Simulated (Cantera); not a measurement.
An isothermal, constant-pressure homogeneous reactor starts with CH₄ : H₂ : O₂ = 0.026 : 1 : 0.0081 (molar parts), equivalence ratio 68, at 1398 K and 0.350 bar. Integrator tolerance rtol = 1e-08.

Detailed kinetics in Cantera: GRI-Mech 3.0 (53 species, 325 reactions). GRI-Mech 3.0 stops at C3 and has no aromatics, soot or wall deposition, so with more carbon than oxygen in the feed, carbon stays in small species such as C2H2 where larger ones or solid carbon would form.

Q: What does this change do: temperature 1398 to 2725 K?

A: 
```tsv
quantity	before	after
x(CH₄) at 10.0 s	0.0235 (gas-phase equilibrium 0.00902)	1.25e-5 (gas-phase equilibrium 1.27e-5)
x(H₂) at 10.0 s	0.960 (gas-phase equilibrium 0.976)	0.881 (gas-phase equilibrium 0.881)
x(O₂) at 10.0 s	<1e-12 (gas-phase equilibrium <1e-12)	<1e-12 (gas-phase equilibrium <1e-12)
x(H₂O₂) at 10.0 s	<1e-12 (gas-phase equilibrium <1e-12)	<1e-12 (gas-phase equilibrium <1e-12)
x(CH₂) at 10.0 s	2.27e-11 (gas-phase equilibrium 8.62e-12)	4.66e-6 (gas-phase equilibrium 4.75e-6)
x(O) at 10.0 s	<1e-12 (gas-phase equilibrium <1e-12)	3.09e-10 (gas-phase equilibrium 3.15e-10)
x(C₂H₆) at 10.0 s	1.17e-6 (gas-phase equilibrium 1.84e-7)	7.59e-12 (gas-phase equilibrium 7.84e-12)
```
